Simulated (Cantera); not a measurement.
Feed: 1 mol SiH2Cl2, 4.7 mol HCl, 850 mol H2, at 1650 K and 10.0 mbar.

These are equilibrium values from Cantera (NASA tables, ideal gas, pure condensed phases), not measurements of a reactor. Candidate condensed phases: Si; 19 gas species. Rates play no part.

What is the equilibrium state?


```
Quantity       Result
----------  ---------
x(H2)           0.991
x(HCl)        0.00741
x(H)         0.000905
x(SiCl2)     0.000197
x(Si)         2.68e-5
x(SiH2)       8.58e-6
x(Cl)         5.30e-6
x(SiH)        4.87e-6
x(SiCl)       4.55e-6
n(Si(s))    0.792 mol
gas amount  857.1 mol
```
